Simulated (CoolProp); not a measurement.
Properties of fluoroethane (R161) at several states (Tc = 375.2 K, pc = 5.010 MPa, ω = 0.216).

Computed with CoolProp (reference Helmholtz-energy equation of state, Wu 2012).

```json
[
 {"T (K)": "427.1", "p (MPa)": "0.467", "phase": "gas", "cp (kJ/(kg K))": "…", "speed of sound (m/s)": "282.8", "isothermal compressibility (1/MPa)": "2.189"},
 {"T (K)": "301.4", "p (MPa)": "0.853", "phase": "gas", "cp (kJ/(kg K))": "1.507", "speed of sound (m/s)": "…", "isothermal compressibility (1/MPa)": "1.404"},
 {"T (K)": "358.4", "p (MPa)": "0.948", "phase": "gas", "cp (kJ/(kg K))": "…", "speed of sound (m/s)": "…", "isothermal compressibility (1/MPa)": "1.156"}
]
```

Problem. Some entries are withheld; supply them.

Solution. 
- 427.1, cp (kJ/(kg K)): 1.650
- 301.4, speed of sound (m/s): 220.7
- 358.4, cp (kJ/(kg K)): 1.555
- 358.4, speed of sound (m/s): 249.2
